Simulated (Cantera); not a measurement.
What does this Cantera script print?

```python
import numpy as np
import cantera as ct

gas_names = [...]  # 115 gases of nasa_gas.yaml made of C, Ca, H, O
cond_names = """
    C(gr) C6H6(L) C7H8(L) C8H18(L),n-octa Ca(a) Ca(b) Ca(L) CaCO3(caL) CaO(s) CaO(L) CaO2H2(s) H2O(s)
    H2O(L)
""".split()


# ... load() reads the species with a 1 bar reference pressure and builds the phases ...
atoms = {
    'CaCO3': {'Ca': 1, 'C': 1, 'O': 3},
    'H2': {'H': 2},
    'H2O': {'H': 2, 'O': 1},
}
top_T = {'C(gr)': 4500}  # K; cautious upper limits of use, not melting points


# ... equilibrate(T, P, feed) seeds the gas with the atoms and calls Mixture.equilibrate('TP', solver="vcs", rtol=1e-11, max_steps=5000) ...
results = []
feed = {'CaCO3': 1, 'H2': 0.14, 'H2O': 0.57}  # mol
P = 81  # Pa
for T in [550, 650, 750, 850, 950, 1050, 1150, 1250, 1350, 1450, 1550, 1650, 1750, 1850]:
    mix = equilibrate(T, P, feed)
    results.append((T, P, feed, dict(zip(mix.species_names, mix.species_moles))))
    x = sorted(zip(gas.X, gas.species_names), reverse=True)
    print(f"T = {T:g} K  P = {P:g} Pa  gas = {mix.phase_moles(0):.4g} mol")
    print("   x: " + "  ".join(f"{s} {v:.3e}" for v, s in x if v > 1e-05))
    print("   condensed (mol): " + ("  ".join(f"{mix.phase(i).name} {mix.phase_moles(i):.4g}"
          for i in range(1, mix.n_phases) if mix.phase_moles(i) > 1e-12) or "none"))
```

It prints:

```
T = 550 K  P = 81 Pa  gas = 0.71 mol
   x: H2O 8.028e-01  H2 1.972e-01
   condensed (mol): CaCO3(caL) 1  CaO(s) 1.807e-06
T = 650 K  P = 81 Pa  gas = 0.7107 mol
   x: H2O 8.021e-01  H2 1.970e-01  CO2 9.194e-04  CO 1.449e-05
   condensed (mol): CaCO3(caL) 0.9993  CaO(s) 0.0006637
T = 750 K  P = 81 Pa  gas = 0.7636 mol
   x: H2O 7.491e-01  H2 1.807e-01  CO2 6.754e-02  CO 2.662e-03
   condensed (mol): CaCO3(caL) 0.9464  CaO(s) 0.0536
T = 850 K  P = 81 Pa  gas = 1.71 mol
   x: CO2 5.573e-01  H2O 3.608e-01  H2 5.437e-02  CO 2.750e-02
   condensed (mol): CaO(s) 1
T = 950 K  P = 81 Pa  gas = 1.71 mol
   x: CO2 5.478e-01  H2O 3.704e-01  H2 4.485e-02  CO 3.702e-02
   condensed (mol): CaO(s) 1
T = 1050 K  P = 81 Pa  gas = 1.71 mol
   x: CO2 5.399e-01  H2O 3.782e-01  CO 4.486e-02  H2 3.701e-02
   condensed (mol): CaO(s) 1
T = 1150 K  P = 81 Pa  gas = 1.71 mol
   x: CO2 5.338e-01  H2O 3.843e-01  CO 5.099e-02  H2 3.088e-02
   condensed (mol): CaO(s) 1
T = 1250 K  P = 81 Pa  gas = 1.71 mol
   x: CO2 5.291e-01  H2O 3.890e-01  CO 5.570e-02  H2 2.617e-02
   condensed (mol): CaO(s) 1
T = 1350 K  P = 81 Pa  gas = 1.71 mol
   x: CO2 5.255e-01  H2O 3.926e-01  CO 5.931e-02  H2 2.255e-02  H 1.258e-05
   condensed (mol): CaO(s) 1
T = 1450 K  P = 81 Pa  gas = 1.71 mol
   x: CO2 5.227e-01  H2O 3.954e-01  CO 6.211e-02  H2 1.975e-02  H 4.670e-05  OH 2.241e-05
   condensed (mol): CaO(s) 1
T = 1550 K  P = 81 Pa  gas = 1.71 mol
   x: CO2 5.204e-01  H2O 3.975e-01  CO 6.430e-02  H2 1.756e-02  H 1.466e-04  OH 1.116e-04
   condensed (mol): CaO(s) 1
T = 1650 K  P = 81 Pa  gas = 1.711 mol
   x: CO2 5.183e-01  H2O 3.987e-01  CO 6.622e-02  H2 1.586e-02  OH 4.566e-04  H 4.020e-04  O2 1.075e-04
   condensed (mol): CaO(s) 1
T = 1750 K  P = 81 Pa  gas = 1.714 mol
   x: CO2 5.142e-01  H2O 3.981e-01  CO 6.923e-02  H2 1.481e-02  OH 1.568e-03  H 9.944e-04  O2 9.935e-04  O 8.285e-05
   condensed (mol): CaO(s) 1
T = 1850 K  P = 81 Pa  gas = 1.727 mol
   x: CO2 5.004e-01  H2O 3.924e-01  CO 7.879e-02  H2 1.538e-02  O2 5.771e-03  OH 4.424e-03  H 2.348e-03  O 5.147e-04  CaO2H2 1.130e-05
   condensed (mol): CaO(s) 1
```

Method: chemical equilibrium by Gibbs-energy minimisation in Cantera with the NASA 1993 tables (ideal gas, pure condensed phases).
